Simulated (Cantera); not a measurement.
Charge: 1 mol Si3N4, 0.0025 mol H2O, 83 mol H2, held at 652 °C and 0.323 Torr.

Cantera equilibrium calculation (NASA polynomials, part measured and part estimated; ideal gas, pure solids and liquids). Candidate condensed phases: H2O, Si, SiO2, Si2N2O, Si3N4; 35 gas species. Rates play no part.

What is the equilibrium state?

x(H2): 1.000
x(N2): 1.00e-5
n(Si2N2O(s)): 0.00250 mol
n(Si3N4(s)): 0.998 mol
gas amount: 83.00 mol
log10 activity of Si(s) (absent): -2.67
